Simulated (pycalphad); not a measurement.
Source of the numbers: pycalphad with the COST 507 light-alloy database (1999); pressure 1 atm. These are 1990s assessments: newer ones move some temperatures and phases. Diffusion is slow at the low end, where real alloys seldom reach equilibrium.

**Cu-92.55Si (at.%): equilibrium cooling sequence**

| T (K) | phases above | phases below |
|---|---|---|
| 1647.3 | liquid | diamond (Si) + liquid |
| 1073.7 | diamond (Si) + liquid | CU19SI6_ETA + diamond (Si) |

Changes were sought between steps of 100 K, so a narrower field can be missed.

Database names, with the compositions (at.%) that they take in these runs: CU19SI6_ETA: Cu 76 Si 24.
